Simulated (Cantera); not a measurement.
**Equilibrium for nitride etching: AlN + NF3 + N2**

Input: 1 mol AlN, 1.4 mol NF3, 1.7 mol N2, held at 750 Torr.

These are equilibrium values from Cantera (NASA tables, ideal gas, pure condensed phases), not measurements of a reactor. Candidate condensed phases: Al, AlF3, AlN; 14 gas species. The numbers say what is thermodynamically allowed, not how fast it happens.

```
T (K)   x N2    x F  x AlF3   x Al2F6      x F2
-----  -----  -----  ------  --------  --------
1450   0.582  0.220   0.175    0.0127    0.0103
1550   0.574  0.228   0.188   0.00509   0.00456
1650   0.571  0.232   0.193   0.00214   0.00214
1750   0.570  0.234   0.195  0.000974   0.00108
1850   0.569  0.234   0.195  0.000481  0.000582
1950   0.569  0.235   0.196  0.000256  0.000333
2050   0.569  0.235   0.196  0.000145  0.000201
```
x: gas mole fraction; nothing condenses.

From 1450 K to 2050 K nothing is condensed. The main Al-bearing gas is AlF3 throughout.
